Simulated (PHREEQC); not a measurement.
Dissolve 0.23 mol CdSO4 per kg of water at 25 °C. Closed to the air; pH follows from the charge balance.

Equilibrium calculation in PHREEQC: ion-association model, phreeqc.dat.

This is a speciation only: nothing precipitates in the calculation.

Q: Estimate the pH.

A: pH 5.77.

Q: In which forms is Cd present?

A: Cd+2 42 %, CdSO4 38 %, Cd(SO4)2-2 19 % of the Cd.
